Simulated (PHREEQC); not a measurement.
# Nickel, zinc or cadmium bath (model solution)

Dissolve 46 mmol/kgw NiCl2, 3.7 mmol/kgw NaCl and 120 mmol/kgw MnSO4 at 25 °C. Closed to the air; pH follows from the charge balance.

Computed with PHREEQC (ion-association model, wateq4f.dat).

No solid was allowed to form.

Question: Predict the pH.

Answer: pH 6.09.

Question: In which forms is S present?

Answer: SO4-2 49 %, MnSO4 36 %, NiSO4 15 % of the S.
